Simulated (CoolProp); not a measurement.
Vapour-liquid equilibrium of R22 (1) + ethanol (2) at 0.714 bar; x and y are mole fractions of (1).

Model: multi-fluid Helmholtz-energy mixture model, Kamei 1995 and Schroeder 2014; pair parameters Bell 2016, in CoolProp.

Give the bubble temperature and the first vapour's composition at x = 0.05, 0.35, 0.65. Is there an azeotrope?

x = 0.05: 289.9 K, y = 0.934; x = 0.35: 236.0 K, y = 0.999; x = 0.65: 229.2 K, y = 1.000. No azeotrope shows between x = 0.05 and 0.95.

The pair parameters rest on a limited set of measurements; away from them the model extrapolates. With so large a gap from Raoult's law the liquid may split in two, which this calculation doesn't test in full.
